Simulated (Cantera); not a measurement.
Charge: 1 mol C₂H₅OH, 0.18 mol O₂, a varied amount of N₂, at 13.0 bar.

Equilibrium computed with Cantera from the NASA thermochemical tables; the gas is ideal and each condensed phase is pure. Candidate condensed phases: C, C₆H₆, C₇H₈, C₈H₁₈, H₂O; 136 gas species. Rates play no part.

### Question
What condenses at these points (T in K, n(N₂) in mol): (2450, 6.4); (2450, 47); (2150, 13); (1400, 4.6); (1550, 9)?

### Answer
| T (K) | n(N₂) in mol | condensed phases | C condensed (%) |
|---|---|---|---|
| 2450 | 6.4 | C | 14.9 |
| 2450 | 47 | gas only | 0.0 |
| 2150 | 13 | C | 22.9 |
| 1400 | 4.6 | C | 30.6 |
| 1550 | 9 | C | 31.0 |
